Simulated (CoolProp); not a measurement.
A simple Rankine cycle with chloromethane (R40): condensing at 318.15 K, boiler at 5.19 MPa, turbine inlet 499 K, turbine efficiency 0.85, pump efficiency 0.8, no recuperator. Each further row changes one setting.

Model: reference Helmholtz-energy equation of state, Thol 2014, in CoolProp.

```csv
case,thermal efficiency (%),net work (kJ/kg),heat in (kJ/kg),turbine exit temperature (K),volume ratio over the turbine
as stated,___,81.3,497,381.1,4.39
condensing temperature 310.15 K,17.8,90.7,511,368.5,5.27
boiler pressure 3.63 MPa,13.6,70.1,___,___,___
turbine efficiency 0.75,14.3,71.0,497,390.9,4.54
```

Q: Fill in the missing entries.

A: 
- as stated, thermal efficiency (%): 16.3
- boiler pressure 3.63 MPa, heat in (kJ/kg): 515
- boiler pressure 3.63 MPa, turbine exit temperature (K): 408.7
- boiler pressure 3.63 MPa, volume ratio over the turbine: 3.17
